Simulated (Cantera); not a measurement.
A Cantera script and its output.

```python
import numpy as np
import cantera as ct

gas = ct.Solution("h2o2.yaml")
gas.TPX = 450, 1000000, {'H2': 1, 'O2': 0.357, 'N2': 1.34, 'H2O': 0.24}
inlet = ct.Reservoir(gas, clone=True)
gas.equilibrate("HP")  # start burning
reactor = ct.IdealGasConstPressureReactor(gas, energy="on", clone=False)
exhaust = ct.Reservoir(gas, clone=True)
tau = [0.031, 0.014, 0.006, 0.0026, 0.0012, 0.00051, 0.00022, 9.9e-05, 4.4e-05, 1.9e-05, 8.5e-06][0]
for a, b in ((inlet, reactor), (reactor, exhaust)):
    ct.MassFlowController(a, b, mdot=lambda t: reactor.mass / tau)
net = ct.ReactorNet([reactor])
show = ['H2', 'O2', 'H2O', 'H', 'HO2', 'O', 'H2O2']

rows = []
print(f"{'tau/s':>10s}{'T/K':>9s}" + "".join(f"{s:>11s}" for s in show))
for tau in [0.031, 0.014, 0.006, 0.0026, 0.0012, 0.00051, 0.00022, 9.9e-05, 4.4e-05, 1.9e-05, 8.5e-06]:
    net.initial_time = 0.0
    net.advance(30 * tau)
    before = gas.X
    net.advance(40 * tau)
    drift = np.max(np.abs(gas.X - before) / (gas.X + 1e-9))
    rows.append([gas.T, *gas[show].X, drift])
    print(f"{tau:10.3e}{gas.T:9.1f}" + "".join(f"{x:11.3e}" for x in gas[show].X))
```

It prints:

```
     tau/s      T/K         H2         O2        H2O          H        HO2          O       H2O2
 3.100e-02   2230.5  1.106e-01  2.794e-05  3.690e-01  8.708e-04  2.045e-08  2.350e-06  1.293e-08
 1.400e-02   2228.8  1.106e-01  5.127e-05  3.689e-01  1.027e-03  4.076e-08  3.299e-06  2.045e-08
 6.000e-03   2225.7  1.106e-01  9.312e-05  3.685e-01  1.327e-03  9.212e-08  5.551e-06  3.757e-08
 2.600e-03   2220.6  1.105e-01  1.606e-04  3.680e-01  1.822e-03  2.165e-07  1.050e-05  7.290e-08
 1.200e-03   2213.4  1.105e-01  2.608e-04  3.672e-01  2.520e-03  4.850e-07  2.009e-05  1.353e-07
 5.100e-04   2201.3  1.105e-01  4.448e-04  3.660e-01  3.656e-03  1.164e-06  4.202e-05  2.579e-07
 2.200e-04   2183.7  1.105e-01  7.549e-04  3.641e-01  5.269e-03  2.618e-06  8.615e-05  4.532e-07
 9.900e-05   2159.3  1.107e-01  1.252e-03  3.614e-01  7.419e-03  5.335e-06  1.671e-04  7.194e-07
 4.400e-05   2123.5  1.112e-01  2.097e-03  3.574e-01  1.043e-02  1.043e-05  3.185e-04  1.079e-06
 1.900e-05   2070.4  1.124e-01  3.584e-03  3.514e-01  1.465e-02  2.018e-05  5.942e-04  1.573e-06
 8.500e-06   1998.8  1.150e-01  6.028e-03  3.429e-01  1.982e-02  3.779e-05  1.012e-03  2.237e-06
```

Cantera simulation using the H2/O2 subset of GRI-Mech 3.0, which has no nitrogen chemistry; the numbers are that mechanism's predictions, not measurements. The hydrogen kinetics of GRI-Mech 3.0 are dated; newer H2 mechanisms differ, most at raised pressure.
